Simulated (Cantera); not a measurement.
Charge: 1 mol Si3N4, 0.15 mol CO2, 3.9 mol N2, held at 2125 K and 1.20e-6 bar.

Method: chemical equilibrium by Gibbs-energy minimisation in Cantera with the NASA 1993 tables (ideal gas, pure condensed phases). Candidate condensed phases: C, Si, SiC, SiO2, Si2N2O, Si3N4; 34 gas species. The tables' values for SiN are old estimates; treat these amounts as uncertain. The numbers say what is thermodynamically allowed, not how fast it happens.

Base state: N2 0.652, Si 0.315, SiO 0.0166, CO 0.0166, SiN 5.48e-5 (mole fractions); condensed: gas only.

Question: What changes in the equilibrium state with this change: CO2 from 0.15 to 1.4 mol?

Answer: 
| species | before | after |
|---|---|---|
| N2 | 0.652 | 0.573 |
| Si | 0.315 | 0.155 |
| CO | 0.0166 | 0.136 |
| SiO | 0.0166 | 0.136 |
| SiN | 5.48e-5 | 2.53e-5 |
